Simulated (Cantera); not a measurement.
## Hydrocarbon pyrolysis for carbon deposition

A perfectly stirred reactor is fed with 3.20 % C2H6, 96.8 % N2, at 0.00360 bar; it is held at 1275 K, and followed from long to short residence time.

Cantera simulation using GRI-Mech 3.0 (53 species, 325 reactions); the numbers are that mechanism's predictions, not measurements. GRI-Mech 3.0 stops at C3 and has no aromatics, soot or wall deposition, so with more carbon than oxygen in the feed, carbon stays in small species such as C2H2 where larger ones or solid carbon would form. Radical loss at walls, strong at low pressure, is not modelled.

```csv
τ (s),x C2H6,x CH2,x C2H2,x H,x CH3,x CH4
2.9,0.00186,8.98e-8,0.0161,3.21e-5,0.000223,0.00998
1.3,0.00375,1.39e-7,0.0113,3.29e-5,0.000318,0.00949
0.57,0.00754,2.04e-7,0.00627,3.16e-5,0.000452,0.00775
0.25,0.0139,2.56e-7,0.00252,2.78e-5,0.000592,0.00496
0.11,0.0215,2.57e-7,0.000659,2.25e-5,0.000647,0.00232
0.049,0.0274,1.90e-7,0.000106,1.67e-5,0.000544,0.000800
0.022,0.0304,9.26e-8,9.85e-6,1.06e-5,0.000339,0.000211
0.0096,0.0316,2.63e-8,4.37e-7,5.09e-6,0.000167,4.43e-5
0.0042,0.0319,4.68e-9,8.59e-9,1.53e-6,7.96e-5,9.15e-6
0.0019,0.0320,6.60e-10,1.33e-10,3.38e-7,3.82e-5,1.98e-6
0.00083,0.0320,7.26e-11,2.15e-12,6.09e-8,1.72e-5,3.90e-7
```
x: mole fraction; the columns are a selection and need not sum to one.
